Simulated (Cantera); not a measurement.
## Reactions in the system B-F-H-N

Standard-state values (1 bar) from the NASA 1993 polynomials, evaluated with Cantera. Values are per mole of reaction as written; species without (g) are pure solids or liquids, kept so even where they would boil at 1 bar.

6 HF(g) + 2 BN → 3 H2(g) + N2(g) + 2 BF3(g)

| T (K) | ΔH° (kJ) | ΔS° (J/K) | ΔG° (kJ) | log10 K |
|---|---|---|---|---|
| 300 | -134.1 | 20.1 | -140.2 | 24.41 |
| 1548 | -128.7 | 28.0 | -172.0 | 5.80 |
| 1648 | -128.7 | 28.0 | -174.8 | 5.54 |
| 1748 | -128.8 | 27.9 | -177.6 | 5.31 |
| 1848 | -128.9 | 27.8 | -180.4 | 5.10 |
| 1948 | -129.1 | 27.8 | -183.1 | 4.91 |
| 2048 | -129.3 | 27.7 | -185.9 | 4.74 |
